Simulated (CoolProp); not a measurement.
Saturation properties of R245ca.

Model: reference Helmholtz-energy equation of state, Zhou 2016, in CoolProp.

| T (K) | p (MPa) | liquid density (kg/m³) | liquid cp (kJ/(kg K)) |
|---|---|---|---|
| 352 | 0.5544 | 1240 | 1.488 |
| 355 | 0.5991 | 1231 | 1.496 |
| 358 | 0.6466 | 1221 | 1.505 |
| 361 | 0.6968 | 1212 | 1.514 |
| 364.1 | 0.7517 | 1202 | 1.524 |
| 367.1 | 0.8079 | 1192 | 1.534 |
| 370.1 | 0.8672 | 1182 | 1.545 |
| 373.1 | 0.9297 | 1171 | 1.556 |
| 376.1 | 0.9956 | 1161 | 1.568 |
| 379.1 | 1.065 | 1150 | 1.581 |
| 382.1 | 1.138 | 1139 | 1.594 |
| 385.2 | 1.217 | 1128 | 1.610 |

It boils at 298.4 K under 1 atm.
